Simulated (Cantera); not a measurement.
Cantera run, input and output.

```python
import numpy as np
import cantera as ct

gas = ct.Solution("gri30.yaml")


def delay(T, t_max=10):
    gas.TPX = T, 46000, {'CH4': 1, 'O2': 4.55, 'N2': 17.1}
    reactor = ct.IdealGasReactor(gas, clone=False)
    net = ct.ReactorNet([reactor])
    net.rtol, net.atol = 1e-8, 1e-16
    while net.time < t_max:
        t_old, T_old = net.time, reactor.T
        net.step()
        if reactor.T > T + 400:  # ignition: a rise of 400 K
            return t_old + (T + 400 - T_old) / (reactor.T - T_old) * (net.time - t_old)
    return np.nan


taus = []
for T in [1175, 1275, 1375, 1475, 1575, 1675, 1775, 1875, 1975, 2075]:
    taus.append(delay(T))
    print(f"T0 = {T:6g} K   tau = {taus[-1]:.4e} s")
```

It prints:

```
T0 =   1175 K   tau = 7.9002e-02 s
T0 =   1275 K   tau = 1.8876e-02 s
T0 =   1375 K   tau = 5.5883e-03 s
T0 =   1475 K   tau = 2.0638e-03 s
T0 =   1575 K   tau = 9.1332e-04 s
T0 =   1675 K   tau = 4.5742e-04 s
T0 =   1775 K   tau = 2.5007e-04 s
T0 =   1875 K   tau = 1.4634e-04 s
T0 =   1975 K   tau = 9.0505e-05 s
T0 =   2075 K   tau = 5.8639e-05 s
```

Model: GRI-Mech 3.0 (53 species, 325 reactions), integrated in Cantera.
